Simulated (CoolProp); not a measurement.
R152A along the isobar 7.23 MPa: fugacity coefficient from the reference equation and from simpler models built on Tc = 386.4 K, pc = 4.517 MPa, ω = 0.275; each cubic takes its own stable root.

Computed with CoolProp (reference Helmholtz-energy equation of state, Outcalt 1996). It is a modified Benedict-Webb-Rubin equation, recast in Helmholtz form.

```csv
T (K),phase,reference,Redlich-Kwong,Peng-Robinson
367.3,liquid,0.3448,0.3891,0.3549
376.2,liquid,0.3892,0.4279,0.3992
385,liquid,0.4342,0.4661,0.4433
393.9,supercritical,0.4799,[?],0.4872
402.7,supercritical,0.5242,0.5398,0.5286
411.6,supercritical,0.5660,0.5739,0.5668
420.4,supercritical,0.6022,0.6046,0.6001
429.2,supercritical,0.6333,0.6317,0.6292
438.1,supercritical,0.6607,0.6561,0.6554
446.9,supercritical,0.6850,0.6776,0.6788
455.8,supercritical,0.7071,0.6974,0.7004
464.6,supercritical,0.7271,[?],0.7201
473.5,supercritical,0.7457,0.7318,0.7385
482.3,supercritical,0.7626,0.7469,0.7554
491.2,supercritical,0.7785,0.7612,0.7713
500,supercritical,[?],0.7742,0.7860
```

Q: Complete the blanks.

A: 
- 393.9, Redlich-Kwong: 0.5039
- 464.6, Redlich-Kwong: 0.7152
- 500, reference: 0.7931
